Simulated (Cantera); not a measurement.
An adiabatic, constant-pressure homogeneous reactor starts with 11.8 % CH4, 13.2 % O2, 75.0 % N2, equivalence ratio 1.8, at 1773 K and 0.360 bar.

Computed with Cantera and GRI-Mech 3.0 (53 species, 325 reactions).

Task: Predict: time of steepest temperature rise; temperature at 0.200 s; equilibrium temperature; x(O2) at 0.200 s; x(N2O) at 0.200 s; x(OH) at 0.200 s; x(CO2) at 0.200 s.

Result: 
```json
{
 "time_of_steepest_temperature_rise": "0.484 ms",
 "temperature at 0.200 s": "2564 K",
 "equilibrium_temperature": "2564 K",
 "x(O2) at 0.200 s": "0.000237 (gas-phase equilibrium 0.000237)",
 "x(N2O) at 0.200 s": "2.45e-8 (gas-phase equilibrium 2.45e-8)",
 "x(OH) at 0.200 s": "0.00432 (gas-phase equilibrium 0.00432)",
 "x(CO2) at 0.200 s": "0.0161 (gas-phase equilibrium 0.0161)"
}
```
